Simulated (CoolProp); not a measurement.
Vapour-liquid equilibrium of R113 (1) + n-hexane (2) at 93.55 °C; x and y are mole fractions of (1).

Computed with CoolProp (multi-fluid Helmholtz-energy mixture model, Marx 1992 and Thol 2019; pair parameters Bell 2016).

```
x      bubble pressure, mixture model (bar)  bubble pressure, Raoult's law (bar)  y, mixture model  y, Raoult's law
-----  ------------------------------------  -----------------------------------  ----------------  ---------------
0.05                                  2.210                                2.163             0.100            0.086
0.125                                 2.391                                2.288             0.226            0.204
0.2                                   2.556                                2.413             0.329            0.310
0.275                                 2.708                                2.537             0.418            0.406
0.35                                  2.848                                2.662             0.495            0.492
0.425                                 2.979                                2.786             0.565            0.571
0.5                                   3.100                                2.911             0.628            0.643
0.575                                 3.214                                3.035             0.688            0.709
0.65                                  3.320                                3.160             0.744            0.770
0.725                                 3.421                                3.285             0.799            0.826
0.8                                   3.515                                3.409             0.853            0.878
0.875                                 3.605                                3.534             0.908            0.926
0.95                                  3.689                                3.658             0.963            0.972
```

The largest gap from Raoult's law is +7.0 % in bubble pressure, at x = 0.35. No azeotrope shows between x = 0.05 and 0.95.

Pair parameters are fitted to limited data, so mixtures are less certain than the pure fluids.
